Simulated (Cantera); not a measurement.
What does this Cantera script print?

```python
import numpy as np
import cantera as ct

gas_names = """
    C CO CO2 C2 C2O C3 C3O2 C4 C5 Fe FeC5O5 FeO O O2 O3
""".split()
cond_names = """
    C(gr) Fe(a) Fe(c) Fe(d) Fe(L) FeC5O5(L) FeO(s) FeO(L) Fe2O3(s) Fe3O4(s)
""".split()


# ... load() reads the species with a 1 bar reference pressure and builds the phases ...
atoms = {
    'Fe3O4': {'Fe': 3, 'O': 4},
    'C': {'C': 1},
    'CO': {'C': 1, 'O': 1},
}
top_T = {'C(gr)': 4500, 'Fe2O3(s)': 1830, 'Fe3O4(s)': 1870}  # K; cautious upper limits of use, not melting points


# ... equilibrate(T, P, feed) seeds the gas with the atoms and calls Mixture.equilibrate('TP', solver="vcs", rtol=1e-11, max_steps=5000) ...
results = []
feed = {'Fe3O4': 1, 'C': 1, 'CO': 0.57}  # mol
T = 1700  # K
P = 101325  # Pa
mix = equilibrate(T, P, feed)
results.append((T, P, feed, dict(zip(mix.species_names, mix.species_moles))))
x = sorted(zip(gas.X, gas.species_names), reverse=True)
print(f"T = {T:g} K  P = {P:g} Pa  gas = {mix.phase_moles(0):.4g} mol")
print("   x: " + "  ".join(f"{s} {v:.3e}" for v, s in x if v > 0.0001))
print("   condensed (mol): " + ("  ".join(f"{mix.phase(i).name} {mix.phase_moles(i):.4g}"
      for i in range(1, mix.n_phases) if mix.phase_moles(i) > 1e-12) or "none"))
```

It prints:

```
T = 1700 K  P = 101325 Pa  gas = 1.57 mol
   x: CO 8.793e-01  CO2 1.207e-01
   condensed (mol): Fe(d) 0.1894  FeO(L) 2.811
```

Equilibrium computed with Cantera from the NASA thermochemical tables; the gas is ideal and each condensed phase is pure. Mutual solubility and eutectic melting of coexisting phases are not modelled. The tables' stoichiometric FeO is somewhat more stable than real wüstite, so its field is too wide. FeO: taken at fixed stoichiometry.
